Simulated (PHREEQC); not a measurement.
Solution A (0.064 mol/kgw HF, 0.00012 mol/kgw NaF and 9e-05 mol/kgw H4SiO4) is mixed with solution B (0.0079 mol/kgw Na2HAsO4 and 0.00022 mol/kgw H3PO4) at 85 °C; shares are by mass of water, 1 kg in all. Oxygen is held at 0.21 atm. The system is closed to CO2. Only these solids could form: SiO2(a).

All values are PHREEQC results (ion-association model, wateq4f.dat), not measurements.

```
share of solution B          pH  SiF6-2 (mol/kgw)  HAsO4-2 (mol/kgw)
-------------------  ----------  ----------------  -----------------
0                          2.42           9.00e-5                  0
0.1                        2.51           8.10e-5            1.50e-8
0.2                  (withheld)           7.20e-5         (withheld)
0.3                        2.72        (withheld)         (withheld)
0.4                        2.84           5.39e-5            1.82e-7
0.5                        2.97           4.49e-5            3.43e-7
0.6                  (withheld)           3.57e-5         (withheld)
0.7                        3.34           2.60e-5            1.34e-6
0.8                  (withheld)           1.12e-5            3.66e-6
0.9                        5.80          3.91e-14         (withheld)
1                          8.04                 0            0.00741
```

**Question.** Complete the blanks.

**Answer.** 
- 0.2, pH: 2.61
- 0.2, HAsO4-2 (mol/kgw): 4.30e-8
- 0.3, SiF6-2 (mol/kgw): 6.30e-5
- 0.3, HAsO4-2 (mol/kgw): 9.32e-8
- 0.6, pH: 3.13
- 0.6, HAsO4-2 (mol/kgw): 6.52e-7
- 0.8, pH: 3.68
- 0.9, HAsO4-2 (mol/kgw): 0.000545

H3PO4, which wateq4f.dat lacks, is added to it with the constant of phreeqc.dat. Constants without temperature data keep their 25 °C values here. SiF6-2 is the database's only silicon fluoride.
